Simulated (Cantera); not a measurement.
A Cantera script and its output.

```python
import numpy as np
import cantera as ct

gas = ct.Solution("gri30.yaml")


def delay(T, t_max=10):
    gas.TPX = T, 120000, {'CH4': 1, 'O2': 3.77, 'N2': 14.2}
    reactor = ct.IdealGasConstPressureReactor(gas, clone=False)
    net = ct.ReactorNet([reactor])
    net.rtol, net.atol = 1e-8, 1e-16
    while net.time < t_max:
        t_old, T_old = net.time, reactor.T
        net.step()
        if reactor.T > T + 400:  # ignition: a rise of 400 K
            return t_old + (T + 400 - T_old) / (reactor.T - T_old) * (net.time - t_old)
    return np.nan


taus = []
for T in [1048, 1148, 1248, 1348, 1448, 1548, 1648, 1748, 1848]:
    taus.append(delay(T))
    print(f"T0 = {T:6g} K   tau = {taus[-1]:.4e} s")
```

It prints:

```
T0 =   1048 K   tau = 2.9219e-01 s
T0 =   1148 K   tau = 6.0086e-02 s
T0 =   1248 K   tau = 1.4501e-02 s
T0 =   1348 K   tau = 4.0929e-03 s
T0 =   1448 K   tau = 1.3596e-03 s
T0 =   1548 K   tau = 5.3481e-04 s
T0 =   1648 K   tau = 2.4470e-04 s
T0 =   1748 K   tau = 1.2587e-04 s
T0 =   1848 K   tau = 7.0770e-05 s
```

Cantera simulation using GRI-Mech 3.0 (53 species, 325 reactions); the numbers are that mechanism's predictions, not measurements.
